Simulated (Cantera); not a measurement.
Input (Python, Cantera):

```python
import numpy as np
import cantera as ct

gas = ct.Solution("gri30.yaml")
gas.TPX = 1225, 13332, {'CO': 0.0096, 'O2': 0.003, 'H2O': 0.00041, 'N2': 1}
reactor = ct.IdealGasConstPressureReactor(gas, energy="off", clone=False)
net = ct.ReactorNet([reactor])
net.rtol, net.atol = 1e-08, 1e-18
show = ['CO', 'O2', 'H2O', 'H2O2', 'NO', 'H2']
times = np.geomspace(0.0001, 40, 15)

steps = ct.SolutionArray(gas, extra=["t"])
rows = []
print(f"{'t/s':>10s}{'T/K':>9s}{'P/Pa':>11s}" + "".join(f"{s:>11s}" for s in show))
for t in times:
    while net.time < t:
        t_next = net.step()
        steps.append(gas.state, t=t_next)
    rows.append([np.interp(t, steps.t, y) for y in (steps.T, steps.P, *steps(*show).X.T)])
    print(f"{t:10.3e}{rows[-1][0]:9.1f}{rows[-1][1]:11.4g}" + "".join(f"{x:11.3e}" for x in rows[-1][2:]))
rate = np.gradient(steps.T, steps.t)
print("integrator steps:", len(steps.t))
if steps.T.max() > steps.T[0] + 200:
    print(f"time of steepest temperature rise: {steps.t[rate.argmax()]:.4e} s")
gas.TPX = 1225, 13332, {'CO': 0.0096, 'O2': 0.003, 'H2O': 0.00041, 'N2': 1}
gas.equilibrate("TP")
print(f"equilibrium (TP): T = {gas.T:.1f} K  " + "  ".join(f"{s} {gas[s].X[0]:.3e}" for s in show))
```

Output:

```
       t/s      T/K       P/Pa         CO         O2        H2O       H2O2         NO         H2
 1.000e-04   1225.0  1.333e+04  9.477e-03  2.961e-03  4.047e-04  1.142e-20  7.044e-21  1.767e-18
 2.513e-04   1225.0  1.333e+04  9.477e-03  2.961e-03  4.047e-04  6.778e-20  4.876e-20  4.328e-17
 6.314e-04   1225.0  1.333e+04  9.477e-03  2.961e-03  4.047e-04  3.777e-19  3.588e-19  1.111e-15
 1.587e-03   1225.0  1.333e+04  9.477e-03  2.961e-03  4.047e-04  1.957e-18  2.658e-18  2.541e-14
 3.986e-03   1225.0  1.333e+04  9.477e-03  2.961e-03  4.047e-04  1.345e-17  1.865e-17  4.884e-13
 1.002e-02   1225.0  1.333e+04  9.477e-03  2.961e-03  4.047e-04  1.773e-16  1.308e-16  8.574e-12
 2.517e-02   1225.0  1.333e+04  9.477e-03  2.961e-03  4.047e-04  3.081e-15  1.308e-15  1.794e-10
 6.325e-02   1225.0  1.333e+04  9.475e-03  2.960e-03  4.046e-04  5.991e-13  9.536e-14  1.546e-08
 1.589e-01   1225.0  1.333e+04  7.847e-03  1.862e-03  2.128e-04  3.358e-10  1.036e-07  1.076e-05
 3.993e-01   1225.0  1.333e+04  4.590e-03  4.597e-04  4.202e-05  2.263e-10  3.143e-06  2.109e-05
 1.003e+00   1225.0  1.333e+04  3.509e-03  6.466e-05  1.598e-04  2.146e-10  4.460e-06  6.422e-05
 2.521e+00   1225.0  1.333e+04  3.427e-03  4.230e-06  2.498e-04  4.378e-11  4.529e-06  9.787e-05
 6.335e+00   1225.0  1.333e+04  3.444e-03  3.482e-07  2.791e-04  5.694e-12  4.422e-06  1.090e-04
 1.592e+01   1225.0  1.333e+04  3.451e-03  3.100e-08  2.882e-04  5.878e-13  4.177e-06  1.124e-04
 4.000e+01   1225.0  1.333e+04  3.453e-03  2.207e-09  2.911e-04  4.181e-14  3.743e-06  1.134e-04
integrator steps: 1696
equilibrium (TP): T = 1225.0 K  CO 3.451e-03  O2 2.255e-14  H2O 2.924e-04  H2O2 4.783e-19  NO 8.708e-11  H2 1.135e-04
```

Computed with Cantera and GRI-Mech 3.0 (53 species, 325 reactions).
